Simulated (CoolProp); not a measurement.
Computed with CoolProp (reference Helmholtz-energy equation of state, Thol 2015).

**Question.** Give the vapour pressure (MPa), vapour density (kg/m³), enthalpy of vaporisation (kJ/kg), liquid cp (kJ/(kg K)) of saturated octamethylcyclotetrasiloxane (D4) at 506.4, 525.1 K.

**Answer.** 
```
T (K)  p (MPa)  vapour density (kg/m³)  enthalpy of vaporisation (kJ/kg)  liquid cp (kJ/(kg K))
-----  -------  ----------------------  --------------------------------  ---------------------
506.4    0.357                    31.2                               105                   2.16
525.1    0.503                    45.6                              94.5                   2.24
```
